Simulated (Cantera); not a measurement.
An adiabatic, constant-pressure homogeneous reactor starts with CH₄ : O₂ : N₂ = 1 : 2.7 : 10.2 (molar parts), at 1375 K and 0.480 bar. Integrator tolerance rtol = 1e-08.

Model: GRI-Mech 3.0 (53 species, 325 reactions), integrated in Cantera.

Problem. What does this change do: pressure from 0.480 bar to 10.0 bar?

Solution. 
```csv
quantity,before,after
time of steepest temperature rise,6.97 ms,0.575 ms
temperature at 3.00 s,2530 K,2660 K
equilibrium temperature,2530 K,2660 K
x(CH₄) at 3.00 s,<1e-12 (gas-phase equilibrium <1e-12),<1e-12 (gas-phase equilibrium <1e-12)
x(O₂) at 3.00 s,0.0488 (gas-phase equilibrium 0.0488),0.0449 (gas-phase equilibrium 0.0449)
x(CH₂) at 3.00 s,<1e-12 (gas-phase equilibrium <1e-12),<1e-12 (gas-phase equilibrium <1e-12)
x(H₂O₂) at 3.00 s,1.45e-7 (gas-phase equilibrium 1.45e-7),8.79e-7 (gas-phase equilibrium 8.79e-7)
x(H₂O) at 3.00 s,0.126 (gas-phase equilibrium 0.126),0.135 (gas-phase equilibrium 0.135)
x(CO) at 3.00 s,0.0156 (gas-phase equilibrium 0.0156),0.00778 (gas-phase equilibrium 0.00778)
x(C₂H₆) at 3.00 s,<1e-12 (gas-phase equilibrium <1e-12),<1e-12 (gas-phase equilibrium <1e-12)
```

Problem. What does this change do: pressure from 0.480 bar to 1.01 bar?

Solution. 
| quantity | before | after |
|---|---|---|
| time of steepest temperature rise | 6.97 ms | 3.99 ms |
| temperature at 3.00 s | 2530 K | 2567 K |
| equilibrium temperature | 2530 K | 2567 K |
| x(CH₄) at 3.00 s | <1e-12 (gas-phase equilibrium <1e-12) | <1e-12 (gas-phase equilibrium <1e-12) |
| x(O₂) at 3.00 s | 0.0488 (gas-phase equilibrium 0.0488) | 0.0478 (gas-phase equilibrium 0.0478) |
| x(CH₂) at 3.00 s | <1e-12 (gas-phase equilibrium <1e-12) | <1e-12 (gas-phase equilibrium <1e-12) |
| x(H₂O₂) at 3.00 s | 1.45e-7 (gas-phase equilibrium 1.45e-7) | 2.29e-7 (gas-phase equilibrium 2.29e-7) |
| x(H₂O) at 3.00 s | 0.126 (gas-phase equilibrium 0.126) | 0.129 (gas-phase equilibrium 0.129) |
| x(CO) at 3.00 s | 0.0156 (gas-phase equilibrium 0.0156) | 0.0136 (gas-phase equilibrium 0.0136) |
| x(C₂H₆) at 3.00 s | <1e-12 (gas-phase equilibrium <1e-12) | <1e-12 (gas-phase equilibrium <1e-12) |

Problem. What does this change do: initial temperature 1375 to 1700 K?

Solution. 
| quantity | before | after |
|---|---|---|
| time of steepest temperature rise | 6.97 ms | 0.402 ms |
| temperature at 3.00 s | 2530 K | 2661 K |
| equilibrium temperature | 2530 K | 2661 K |
| x(CH₄) at 3.00 s | <1e-12 (gas-phase equilibrium <1e-12) | <1e-12 (gas-phase equilibrium <1e-12) |
| x(O₂) at 3.00 s | 0.0488 (gas-phase equilibrium 0.0488) | 0.0500 (gas-phase equilibrium 0.0500) |
| x(CH₂) at 3.00 s | <1e-12 (gas-phase equilibrium <1e-12) | <1e-12 (gas-phase equilibrium <1e-12) |
| x(H₂O₂) at 3.00 s | 1.45e-7 (gas-phase equilibrium 1.45e-7) | 1.75e-7 (gas-phase equilibrium 1.75e-7) |
| x(H₂O) at 3.00 s | 0.126 (gas-phase equilibrium 0.126) | 0.116 (gas-phase equilibrium 0.116) |
| x(CO) at 3.00 s | 0.0156 (gas-phase equilibrium 0.0156) | 0.0242 (gas-phase equilibrium 0.0242) |
| x(C₂H₆) at 3.00 s | <1e-12 (gas-phase equilibrium <1e-12) | <1e-12 (gas-phase equilibrium <1e-12) |
